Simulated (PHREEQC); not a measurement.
Consider water at 20 °C with 0.078 mol/kgw HF, 0.00041 mol/kgw H2SiF6 and 0.0016 mol/kgw H2SO4. Closed to the air; pH follows from the charge balance.

Equilibrium calculation in PHREEQC: ion-association model, phreeqc.dat.

```
quantity                    before     after
------------------------  --------  --------
pH                            2.01      1.62
ionic strength (mol/kgw)    0.0121    0.0348
HF (mol/kgw)                0.0692    0.0738
F- (mol/kgw)               0.00583   0.00273
HF2- (mol/kgw)             0.00148  0.000740
SO4-2 (mol/kgw)           0.000991   0.00707
SI of Quartz (SiO2)          -8.15     -7.66
```

**Question.** What was changed between the two runs?
A. HF from 0.078 to 0.039 mol/kgw
B. diluted 5-fold with water
C. 0.13 mol/kgw HBr added
D. H2SO4 from 0.0016 to 0.016 mol/kgw

**Answer.** D, H2SO4 from 0.0016 to 0.016 mol/kgw

This is a speciation only: nothing precipitates in the calculation. SiF6-2 is the database's only silicon fluoride.
